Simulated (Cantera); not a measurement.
A closed system holds: 1 mol B2O3, 7.4 mol O2, 14 mol H2.

Cantera equilibrium calculation (NASA polynomials, part measured and part estimated; ideal gas, pure solids and liquids). Candidate condensed phases: B, B2O3, B3O3H3, H2O; 23 gas species. Equilibrium is a limit: real reactors are often held back by kinetics, nucleation or transport.

Stable condensed phases, one row left out:

```
T in °C \ P in Pa
             10     32    100    320   1000   3200  10000  32000 100000
   2025       A      A      A      A      A      A      A      A      A
   1950       A      A      A      A      A      A      A      A      A
   1875       A      A      A      A      A      A      A      A      A
   1800       A      A      A      A      A      A      A      A      A
   1725       A      A      A      A      A      A      A      A      A
   1650       A      A      A      A      A      A      A      A      A
   1575       A      A      A      A      A      A      A      A      A
   1500       A      A      A      A      A      A      A      A      A
   1425       A      A      A      A      A      A      A      A      B
   1350       A      A      A      A      A      A      A      B      B
   1200       A      A      A      A      A      B      B      B      B
   1125       A      A      A      A      B      B      B      B      B
   1050       A      A      B      B      B      B      B      B      B
```

A: gas only; B: B2O3.

Q: Give the row for 1275 °C.

A: 10: gas only; 32: gas only; 100: gas only; 320: gas only; 1000: gas only; 3200: gas only; 10000: B2O3; 32000: B2O3; 100000: B2O3.
